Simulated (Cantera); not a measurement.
A closed system holds: 1 mol Cu, 12 mol CO₂, 9.2 mol CO, 0.00051 mol N₂, at 0.770 bar.

Cantera equilibrium calculation (NASA polynomials, part measured and part estimated; ideal gas, pure solids and liquids). Candidate condensed phases: C, Cu, CuO, Cu₂O; 27 gas species. The numbers say what is thermodynamically allowed, not how fast it happens.

x: gas mole fraction; n: condensed amount in mol.

```
T (K)  x CO₂   x CO     x N₂  x Cu  n Cu(s)  n Cu(l)
-----  -----  -----  -------  ----  -------  -------
1148   0.566  0.434  2.41e-5   [?]     1.00        0
1198   0.566  0.434  2.41e-5   [?]     1.00        0
1248   0.566  0.434  2.41e-5   [?]    1.000        0
1298   0.566  0.434  2.41e-5   [?]    1.000        0
1348   0.566  0.434  2.41e-5   [?]    1.000        0
1398   0.566  0.434  2.41e-5   [?]        0    1.000
1448   0.566  0.434  2.41e-5   [?]        0    1.000
1498   0.566  0.434  2.41e-5   [?]        0    1.000
```

Complete the blanks.


- 1148, x Cu: 3.53e-9
- 1198, x Cu: 1.51e-8
- 1248, x Cu: 5.72e-8
- 1298, x Cu: 1.95e-7
- 1348, x Cu: 6.08e-7
- 1398, x Cu: 1.68e-6
- 1448, x Cu: 4.31e-6
- 1498, x Cu: 1.03e-5
